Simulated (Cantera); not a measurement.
Feed: 1 mol Ti, 0.67 mol H2O, 3.2 mol CO, equilibrated at 902 °C and 0.308 Torr.

Cantera equilibrium calculation (NASA polynomials, part measured and part estimated; ideal gas, pure solids and liquids). Candidate condensed phases: C, C6H6, C7H8, C8H18, H2O, Ti, TiC, TiO, TiO2, Ti2O3, Ti3O5, Ti4O7; 113 gas species. Mutual solubility and eutectic melting of coexisting phases are not modelled. TiC: taken at fixed stoichiometry. Rates play no part.

Base state: CO 0.811, H2 0.189, CO2 1.26e-5 (mole fractions); condensed: TiC(s) + Ti2O3(s).

### Question
What changes in the equilibrium state with this change: H2O from 0.67 to 0.037 mol?

### Answer
| species | before | after |
|---|---|---|
| CO | 0.811 | 0.986 |
| H2 | 0.189 | 0.0140 |
| CO2 | 1.26e-5 | 1.65e-5 |
| TiC(s), mol | 0.332 | 0.585 |
| Ti2O3(s), mol | 0.334 | 0.207 |
